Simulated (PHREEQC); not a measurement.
Dissolve 1.6 mmol/kgw NH4HF2 and 0.39 mmol/kgw (NH4)2SiF6 at 25 °C. Closed to the air; pH follows from the charge balance.

Model: ion-association model, phreeqc.dat, run in PHREEQC.

```csv
quantity,before,after
pH,3.35,3.53
ionic strength (mol/kgw),0.00318,0.000777
F- (mol/kgw),0.00218,0.000776
HF (mol/kgw),0.00136,0.000329
SiF6-2 (mol/kgw),0.000330,1.75e-7
H4SiO4 (mol/kgw),6.01e-5,7.78e-5
SI of Quartz (SiO2),-0.24,-0.13
```

Q: Name the change that produced these shifts.
(A) NH4HF2 replaced by NaHF2 at the same molality
(B) (NH4)2SiF6 from 0.00039 to 0.00078 mol/kgw
(C) diluted 5-fold with water
(D) temperature from 25 to 5 °C
(E) NH4HF2 from 0.0016 to 0.00016 mol/kgw

A: C, diluted 5-fold with water

Precipitation was switched off in this run. SiF6-2 is the database's only silicon fluoride.
